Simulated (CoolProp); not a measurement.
Vapour-liquid equilibrium of methanol (1) + water (2) at 343.5 K; x and y are mole fractions of (1).

The numbers come from the multi-fluid Helmholtz-energy mixture model, de Reuck 1993 and Wagner 2002; pair parameters Bell 2016 in CoolProp.

| x | bubble pressure (MPa) | y at the bubble point | dew pressure at overall composition x (MPa) | liquid density (mol/L) |
|---|---|---|---|---|
| 0.05 | 0.03992 | 0.236 | 0.03313 | 51.53 |
| 0.15 | 0.05389 | 0.485 | … | 46.66 |
| 0.25 | 0.06562 | 0.617 | 0.04053 | 42.43 |
| 0.35 | 0.07569 | 0.702 | 0.04539 | 38.74 |
| 0.45 | … | 0.764 | … | 35.51 |
| 0.55 | 0.09274 | 0.814 | 0.05917 | 32.65 |
| 0.65 | 0.1005 | 0.858 | 0.06925 | 30.11 |
| 0.75 | 0.1080 | 0.899 | 0.08243 | … |
| 0.85 | 0.1155 | … | 0.09896 | 25.83 |
| 0.95 | 0.1232 | 0.979 | 0.1176 | … |

Question: Complete the blanks.

Answer: 
- 0.15, dew pressure at overall composition x (MPa): 0.03652
- 0.45, bubble pressure (MPa): 0.08459
- 0.45, dew pressure at overall composition x (MPa): 0.05144
- 0.75, liquid density (mol/L): 27.85
- 0.85, y at the bubble point: 0.939
- 0.95, liquid density (mol/L): 24.01

No azeotrope shows between x = 0.05 and 0.95.

The pair parameters rest on a limited set of measurements; away from them the model extrapolates.
